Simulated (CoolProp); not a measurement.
A closed Brayton cycle with nitrogen: compressor inlet 311.15 K and 4.9 MPa, high pressure 12.4 MPa, turbine inlet 840 K, compressor efficiency 0.89, turbine efficiency 0.85, recuperator effectiveness 0 (on enthalpy, no pinch check). Each further row changes one setting.

The numbers come from the reference Helmholtz-energy equation of state, Span 2000 in CoolProp.

| case | thermal efficiency (%) | net work (kJ/kg) | compressor to turbine work | compressor exit (K) | turbine exit (K) |
|---|---|---|---|---|---|
| as stated | 14.2 | 66.9 | 0.63 | 419.0 | 683.2 |
| turbine inlet 790 K | 13.5 | 56.1 | 0.67 | 419.0 | (withheld) |
| compressor inlet 321.15 K | 13.8 | 63.1 | 0.65 | 432.4 | 683.2 |
| high pressure 10.5 MPa | 12.2 | 60.5 | 0.60 | 397.5 | (withheld) |
| recuperator effectiveness 0.5 | (withheld) | 66.9 | 0.63 | 419.0 | 683.2 |

Question: What belongs in the gaps?

Answer: 
- turbine inlet 790 K, turbine exit (K): 641.1
- high pressure 10.5 MPa, turbine exit (K): 708.8
- recuperator effectiveness 0.5, thermal efficiency (%): 20.4
